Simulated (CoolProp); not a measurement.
A Linde-Hampson liquefier for carbon monoxide: isothermal reversible compression at 230 K from 1 atm to 20 MPa, throttling to 1 atm, return gas leaving the recuperator 10 K below the feed. Each further row changes one setting.

The numbers come from the reference Helmholtz-energy equation of state, Lemmon 2006 in CoolProp. It is a short technical equation, of lower accuracy than the large ones.

| case | liquid yield per pass | compression work (kJ/kg of gas) |
|---|---|---|
| as stated | ___ | 348 |
| high pressure 40 MPa | ___ | ___ |
| warm-end temperature 260 K | 0.105 | 401 |
| warm-end gap 15 K | ___ | 348 |

Q: Complete the blanks.

A: 
- as stated, liquid yield per pass: 0.156
- high pressure 40 MPa, liquid yield per pass: 0.186
- high pressure 40 MPa, compression work (kJ/kg of gas): 399
- warm-end gap 15 K, liquid yield per pass: 0.144
